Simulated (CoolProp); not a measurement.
The numbers come from the reference Helmholtz-energy equation of state, Gedanitz 2015 in CoolProp.

For cyclopentane, give the phase and the cp (kJ/(kg K)), speed of sound (m/s), Joule-Thomson coefficient (K/MPa) at 550 K and 0.0407 MPa; 550 K and 0.229 MPa; 550 K and 0.725 MPa.


- 550 K and 0.0407 MPa: gas; cp 2.36, speed of sound 261, Joule-Thomson coefficient 5.63
- 550 K and 0.229 MPa: gas; cp 2.37, speed of sound 259, Joule-Thomson coefficient 5.71
- 550 K and 0.725 MPa: gas; cp 2.40, speed of sound 252, Joule-Thomson coefficient 5.93
